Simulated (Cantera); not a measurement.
Input: 1 mol SiH2Cl2, 0.29 mol C2H4, 410 mol H2, held at 0.0200 bar.

Method: chemical equilibrium by Gibbs-energy minimisation in Cantera with the NASA 1993 tables (ideal gas, pure condensed phases). Candidate condensed phases: C, C6H6, C7H8, C8H18, Si, SiC; 109 gas species. Mutual solubility and eutectic melting of coexisting phases are not modelled. The tables' values for SiCl are old estimates; treat these amounts as uncertain. Gases not in the tables: Si2H6 and higher silanes. Equilibrium is a limit: real reactors are often held back by kinetics, nucleation or transport. All values below are at 1850 K.

Base state: H2 0.991, HCl 0.00468, H 0.00379, Si 0.000322, SiCl2 6.39e-5, SiH 4.50e-5, SiH2 4.18e-5, SiCl 1.39e-5 (mole fractions); condensed: Si(l) + SiC(s).

**Question.** What changes in the equilibrium state with this change: SiH2Cl2 replaced by SiCl4?

**Answer.** 
| species | before | after |
|---|---|---|
| H2 | 0.991 | 0.986 |
| HCl | 0.00468 | 0.00913 |
| H | 0.00379 | 0.00378 |
| SiCl2 | 6.39e-5 | 0.000244 |
| Si | 0.000322 | 0.000322 |
| Cl | 1.36e-5 | 2.66e-5 |
| SiCl | 1.39e-5 | 2.72e-5 |
| SiH2 | 4.18e-5 | 4.16e-5 |
| SiH | 4.50e-5 | 4.49e-5 |
| Si(l), mol | 0.215 | 0.135 |
| SiC(s), mol | 0.578 | 0.578 |
